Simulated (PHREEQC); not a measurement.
A solution holds 0.12 mol NaCl per kg of water, at 65 °C. Closed to the air; pH follows from the charge balance.

Computed with PHREEQC (ion-association model, wateq4f.dat).

Each row changes one thing in this solution. This is a speciation only: nothing precipitates in the calculation.

```json
[
 {"case": "as made", "ionic strength (mol/kgw)": "0.120", "SI of Halite (NaCl)": "-3.76"},
 {"case": "NaCl from 0.12 to 0.6 mol/kgw", "ionic strength (mol/kgw)": "0.600", "SI of Halite (NaCl)": "-2.48"},
 {"case": "0.065 mol/kgw Na2SO4 added", "ionic strength (mol/kgw)": "0.282", "SI of Halite (NaCl)": "…"},
 {"case": "diluted 5-fold with water", "ionic strength (mol/kgw)": "0.0240", "SI of Halite (NaCl)": "…"},
 {"case": "diluted 2-fold with water", "ionic strength (mol/kgw)": "…", "SI of Halite (NaCl)": "-4.31"}
]
```

### Question
What belongs in the gaps?

### Answer

- 0.065 mol/kgw Na2SO4 added, SI of Halite (NaCl): -3.54
- diluted 5-fold with water, SI of Halite (NaCl): -5.04
- diluted 2-fold with water, ionic strength (mol/kgw): 0.0600

Complexes and solids missing from the database can't appear. Constants without temperature data keep their 25 °C values here.
